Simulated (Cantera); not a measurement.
Feed: 1 mol CaCO3, 7.3 mol H2, at 850 K and 0.100 bar.

Cantera equilibrium calculation (NASA polynomials, part measured and part estimated; ideal gas, pure solids and liquids). Candidate condensed phases: C, C6H6, C7H8, C8H18, Ca, CaCO3, CaO, Ca(OH)2, H2O; 115 gas species. Kinetics and transport are ignored.

Base state: H2 0.840, H2O 0.0806, CO 0.0490, CH4 0.0158, CO2 0.0143 (mole fractions); condensed: CaCO3(calcite) + CaO(s).

**Question.** What changes in the equilibrium state with this change: pressure from 0.100 bar to 1 atm?

**Answer.** 
```
species              before    after
-------------------  ------  -------
H2                    0.840    0.812
H2O                  0.0806    0.123
CH4                  0.0158   0.0600
CO                   0.0490  0.00306
CO2                  0.0143  0.00142
CaCO3(calcite), mol   0.394    0.554
CaO(s), mol           0.606    0.446
```
